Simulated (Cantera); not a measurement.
An isothermal, constant-pressure homogeneous reactor starts with 1.89 % C2H6, 98.1 % N2, at 1425 K and 20.0 Torr.

Model: GRI-Mech 3.0 (53 species, 325 reactions), integrated in Cantera. GRI-Mech 3.0 stops at C3 and has no aromatics, soot or wall deposition, so with more carbon than oxygen in the feed, carbon stays in small species such as C2H2 where larger ones or solid carbon would form. Radical loss at walls, strong at low pressure, is not modelled.

Q: Predict: x(C2H6) at 20.0 s; x(C2H4) at 20.0 s; x(H2) at 20.0 s; x(CH2) at 20.0 s; x(H) at 20.0 s; x(C2H2) at 20.0 s.

A: 
| Quantity | Result |
|---|---|
| x(C2H6) at 20.0 s | 4.10e-7 (gas-phase equilibrium 3.70e-11) |
| x(C2H4) at 20.0 s | 1.59e-5 (gas-phase equilibrium 2.42e-6) |
| x(H2) at 20.0 s | 0.0307 (gas-phase equilibrium 0.0363) |
| x(CH2) at 20.0 s | 1.53e-9 (gas-phase equilibrium 1.70e-11) |
| x(H) at 20.0 s | 5.06e-6 (gas-phase equilibrium 8.02e-6) |
| x(C2H2) at 20.0 s | 0.0163 (gas-phase equilibrium 0.00403) |
